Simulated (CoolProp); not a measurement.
A closed Brayton cycle with carbon dioxide: compressor inlet 311.15 K and 9.9 MPa, high pressure 18.6 MPa, turbine inlet 640 K, compressor efficiency 0.89, turbine efficiency 0.93, recuperator effectiveness 0.9 (on enthalpy, no pinch check). Each further row changes one setting.

Model: reference Helmholtz-energy equation of state, Span 1996, in CoolProp.

```csv
case,thermal efficiency (%),net work (kJ/kg),compressor to turbine work,compressor exit (K),turbine exit (K)
as stated,…,51.5,0.21,329.0,571.4
turbine inlet 590 K,24.6,44.9,…,329.0,524.1
compressor inlet 321.15 K,25.5,44.9,0.31,357.5,571.4
high pressure 15.8 MPa,…,…,…,…,589.0
recuperator effectiveness 0.5,…,51.5,0.21,329.0,571.4
```

**Question.** Fill in the missing entries.

**Answer.** 
- as stated, thermal efficiency (%): 26.5
- turbine inlet 590 K, compressor to turbine work: 0.24
- high pressure 15.8 MPa, thermal efficiency (%): 24.1
- high pressure 15.8 MPa, net work (kJ/kg): 39.9
- high pressure 15.8 MPa, compressor to turbine work: 0.19
- high pressure 15.8 MPa, compressor exit (K): 324.0
- recuperator effectiveness 0.5, thermal efficiency (%): 15.7
